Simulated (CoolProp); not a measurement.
A Linde-Hampson liquefier for methane: isothermal reversible compression at 300 K from 1 atm to 20 MPa, throttling to 1 atm, return gas leaving the recuperator 10 K below the feed. Each further row changes one setting.

Computed with CoolProp (reference Helmholtz-energy equation of state, Setzmann 1991).

| case | liquid yield per pass | compression work (kJ/kg of gas) |
|---|---|---|
| as stated | ___ | 779 |
| high pressure 40 MPa | ___ | ___ |
| warm-end temperature 330 K | ___ | 873 |
| warm-end gap 15 K | ___ | 779 |

### Question
Some entries are withheld; supply them.

### Answer

- as stated, liquid yield per pass: 0.175
- high pressure 40 MPa, liquid yield per pass: 0.230
- high pressure 40 MPa, compression work (kJ/kg of gas): 877
- warm-end temperature 330 K, liquid yield per pass: 0.127
- warm-end gap 15 K, liquid yield per pass: 0.165
